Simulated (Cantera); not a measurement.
A closed system holds: 1 mol CO, 1.3 mol H₂, 15 mol N₂, equilibrated at 13300 Pa.

These are equilibrium values from Cantera (NASA tables, ideal gas, pure condensed phases), not measurements of a reactor. Candidate condensed phases: C, C₆H₆, C₇H₈, C₈H₁₈, H₂O; 136 gas species. The numbers say what is thermodynamically allowed, not how fast it happens.

### Question
What share of the C ends up in condensed phases as a function of T (K), at 500, 700, 900, 1100, 1300, 1500, 1700?

### Answer
| T (K) | C condensed (%) | as |
|---|---|---|
| 500 | 60.1 | C(graphite) |
| 700 | 54.6 | C(graphite) |
| 900 | 5.3 | C(graphite) |
| 1100 | 0.1 | C(graphite) |
| 1300 | 0.0 | - |
| 1500 | 0.0 | - |
| 1700 | 0.0 | - |
